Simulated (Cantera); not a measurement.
A closed system holds: 1 mol SiF₄, 2.1 mol N₂, 0.83 mol H₂, at 21.0 mbar.

Cantera equilibrium calculation (NASA polynomials, part measured and part estimated; ideal gas, pure solids and liquids). Candidate condensed phases: Si, Si₃N₄; 37 gas species. N₂ is the only nitrogen source here; it is nearly inert below about 1500 K, so the nitride shown seldom forms there in practice. The tables' values for SiF₃, SiF₂ are old estimates; treat these amounts as uncertain. Equilibrium is a limit: real reactors are often held back by kinetics, nucleation or transport.

x: gas mole fraction; n: condensed amount in mol.

```tsv
T (K)	x N₂	x SiF₄	x H₂	x HF	x SiF₃	x SiHF₃	n Si₃N₄(s)
1148	0.534	0.253	0.210	0.00153	0.000354	___	0.000182
1198	0.534	0.253	0.210	0.00205	0.000794	___	0.000136
1248	0.534	0.252	0.209	0.00273	0.00163	___	0
1298	0.534	0.250	0.208	0.00403	0.00279	0.00118	0
1348	0.533	0.248	0.207	0.00587	0.00447	0.00127	0
1398	0.532	0.245	0.206	0.00843	0.00682	0.00134	0
1448	0.532	0.242	0.203	0.0119	0.00997	0.00138	0
1498	0.530	0.237	0.201	0.0164	0.0140	0.00140	0
1548	0.529	0.230	0.197	0.0222	0.0191	0.00140	0
```

Q: Complete the blanks.

A: 
- 1148, x SiHF₃: 0.000617
- 1198, x SiHF₃: 0.000831
- 1248, x SiHF₃: 0.00107
